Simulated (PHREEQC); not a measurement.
0.1 g of hydrous ferric oxide (600 m²/g; 0.2 weak and 0.005 strong sites per Fe, Dzombak-Morel constants, diffuse double layer) in 1 kg of water with 0.005 mol/kgw of an inert sodium salt, at 25 °C; the pH is set by adding NaOH or the inert anion's acid. Oxygen alone is held at its pressure in air (log pO2 = -0.68). No CO2 enters from the air. Nothing may precipitate in this run.

Model: ion-association model, wateq4f.dat, run in PHREEQC.

| pH | surface charge σ (C/m²) | surface potential ψ (mV) |
|---|---|---|
| 4 | 0.183 | 194 |
| 4.5 | 0.131 | … |
| 5 | 0.090 | 158 |
| 5.5 | 0.060 | 137 |
| 6 | 0.038 | 114 |
| 6.5 | 0.023 | … |
| 7.5 | 0.006 | 34 |
| 8 | 0.001 | … |
| 8.5 | … | -22 |
| 9 | -0.009 | … |
| 9.5 | -0.018 | -77 |
| 10 | -0.030 | -103 |

Task: Some entries are withheld; supply them.

Result: 
- 4.5, surface potential ψ (mV): 177
- 6.5, surface potential ψ (mV): 89
- 8, surface potential ψ (mV): 6
- 8.5, surface charge σ (C/m²): -0.004
- 9, surface potential ψ (mV): -50
